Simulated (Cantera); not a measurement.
Input: 1 mol Mg(OH)2, 1.6 mol H2O, 1.9 mol H2, equilibrated at 1998.15 K and 10000 Pa.

Method: chemical equilibrium by Gibbs-energy minimisation in Cantera with the NASA 1993 tables (ideal gas, pure condensed phases). Candidate condensed phases: H2O, Mg, MgO, Mg(OH)2; 15 gas species. The numbers say what is thermodynamically allowed, not how fast it happens.

Base state: H2O 0.576, H2 0.420, H 0.00329, OH 0.000449, Mg 0.000108, Mg(OH)2 2.23e-5, MgOH 1.96e-5 (mole fractions); condensed: MgO(s).

Problem. What changes in the equilibrium state with this change: temperature from 1998.15 K to 650 K?

Solution. 
```json
[
 {"species": "H2O", "before": "0.576", "after": "0.578"},
 {"species": "H2", "before": "0.420", "after": "0.422"},
 {"species": "H", "before": "0.00329", "after": "<1e-9"},
 {"species": "Mg", "before": "0.000108", "after": "<1e-9"},
 {"species": "OH", "before": "0.000449", "after": "<1e-9"},
 {"species": "Mg(OH)2", "before": "2.23e-5", "after": "<1e-9"},
 {"species": "MgO(s), mol", "before": "0.999", "after": "1.00"}
]
```

Problem. What changes in the equilibrium state with this change: Mg(OH)2 replaced by Ca(OH)2?

Solution. 
```tsv
species	before	after
H2O	0.576	0.576
H2	0.420	0.420
H	0.00329	0.00329
Mg	0.000108	0
Ca(OH)2	0	5.79e-5
Mg(OH)2	2.23e-5	0
MgOH	1.96e-5	0
OH	0.000449	0.000449
MgO(s), mol	0.999	0
CaO(s), mol	0	1.000
```
Further candidate phases: Ca, CaO, Ca(OH)2.
